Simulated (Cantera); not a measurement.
Charge: 1 mol PbO, a varied amount of C, 0.81 mol N2, equilibrated at 1152 °C and 5.70 bar.

Method: chemical equilibrium by Gibbs-energy minimisation in Cantera with the NASA 1993 tables (ideal gas, pure condensed phases). Candidate condensed phases: C, Pb, PbO, PbO2, Pb3O4; 27 gas species. Kinetics and transport are ignored.

**Question.** At 0.65 mol C, list the 4 most abundant gas species with their mole fractions, and the condensed phases.

**Answer.** N2 0.554, CO2 0.239, CO 0.205, Pb 0.00201. Condensed: Pb(l).
